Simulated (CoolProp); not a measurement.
Vapour pressure (kPa) of fluorine: the reference equation beside estimates from Tc = -128.7 °C, pc = 5240 kPa, ω = 0.045.

Values from CoolProp's reference Helmholtz-energy equation of state, de Reuck 1990.

```
T (°C)   reference  Lee-Kesler  van der Waals  Redlich-Kwong  Soave-Redlich-Kwong  Peng-Robinson
-------  ---------  ----------  -------------  -------------  -------------------  -------------
-203.85      10.58       10.98          109.6          6.569                10.69          11.70
-198.35      26.26       26.98          184.2              ?                26.54          28.31
-192.75      57.59       58.84          291.4          46.70                58.23          60.87
-187.25      111.7       113.8          432.8          97.88                113.0          116.3
-181.65      200.8       204.1          619.0          185.9                    ?          206.7
-176.15      332.8       337.5          847.9          320.1                336.8          339.7
-170.55      524.6       531.1           1132          518.6                531.4          532.5
-165.05      782.0       790.1           1466          787.2                793.2          791.0
-159.55       1121        1130           1857           1142                 1138           1132
-153.95       1562        1571           2317           1603                    ?           1577
-148.45       2106        2114           2833           2166                 2142           2125
-142.85       2788        2794           3427           2863                 2833           2813
-137.35       3602        3607           4078           3678                 3650           3632
```

### Question
Fill in the missing entries.

### Answer

- -198.35, Redlich-Kwong: 19.05
- -181.65, Soave-Redlich-Kwong: 203.1
- -153.95, Soave-Redlich-Kwong: 1588

Absolute difference from the reference over all 13 rows, mean and median: Lee-Kesler 1.4 and 1.2 %, van der Waals 229.4 and 115.8 %, Redlich-Kwong 9.4 and 2.8 %, Soave-Redlich-Kwong 1.3 and 1.3 %, Peng-Robinson 3.1 and 1.5 %.
